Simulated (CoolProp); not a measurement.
Vapour-liquid equilibrium of propane (1) + isopentane (2) at -58.45 °C; x and y are mole fractions of (1).

Computed with CoolProp (multi-fluid Helmholtz-energy mixture model, Lemmon 2009 and Lemmon 2006; pair parameters Kunz 2012).

Give the bubble pressure and the first vapour's composition at x = 0.2, 0.275, 0.35. Is there an azeotrope?

x = 0.2: 13.07 kPa, y = 0.923; x = 0.275: 16.51 kPa, y = 0.944; x = 0.35: 19.69 kPa, y = 0.957. No azeotrope shows between x = 0.05 and 0.95.

The pair parameters rest on a limited set of measurements; away from them the model extrapolates.
